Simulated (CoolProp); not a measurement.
Octamethyltrisiloxane (MDM) at several states: fugacity coefficient from the reference equation and from simpler models built on Tc = 565.4 K, pc = 1438 kPa, ω = 0.528; each cubic takes its own stable root.

Model: reference Helmholtz-energy equation of state, Thol 2017, in CoolProp.

| T (K) | p (kPa) | phase | reference | van der Waals | Soave-Redlich-Kwong | Peng-Robinson |
|---|---|---|---|---|---|---|
| 344.1 | 2600 | liquid | 0.003077 | 0.07461 | 0.003198 | 0.003252 |
| 245.9 | 800 | liquid | 8.791e-6 | 0.02149 | [?] | [?] |
| 471.8 | 12.1 | gas | 0.9944 | 0.9962 | 0.9945 | 0.9941 |
| 487.5 | 1670 | liquid | 0.2269 | 0.4127 | 0.2325 | 0.2242 |
| 343.9 | 116 | liquid | 0.05237 | [?] | 0.05298 | 0.05569 |

Fill in the missing entries.


- 245.9, Soave-Redlich-Kwong: 1.153e-5
- 245.9, Peng-Robinson: 1.461e-5
- 343.9, van der Waals: 0.9246

At some of these states van der Waals gives the other phase, because its saturation line lies elsewhere.
